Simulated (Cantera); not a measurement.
Input: 1 mol MgO, 0.11 mol H2S, 0.81 mol O2, at 1250 °C and 1050 Torr.

Method: chemical equilibrium by Gibbs-energy minimisation in Cantera with the NASA 1993 tables (ideal gas, pure condensed phases). Candidate condensed phases: H2O, H2SO4, Mg, MgO, Mg(OH)2, MgS, MgSO4, S; 26 gas species. Kinetics and transport are ignored.

Base state: O2 0.745, H2O 0.127, SO2 0.123, SO3 0.00419, OH 0.000136 (mole fractions); condensed: MgO(s).

Task: What changes in the equilibrium state with this change: O2 from 0.81 to 0.1 mol?

Result: 
```
species       before    after
-----------  -------  -------
H2O            0.127    0.521
SO2            0.123    0.270
S2             <1e-9    0.132
O2             0.745  1.63e-9
H2S            <1e-9   0.0391
H2           3.20e-7   0.0280
S2O            <1e-9  0.00614
SH             <1e-9  0.00108
SO           6.12e-8  0.00287
S              <1e-9  1.63e-5
SO3          0.00419  4.30e-7
MgO(s), mol     1.00     1.00
```
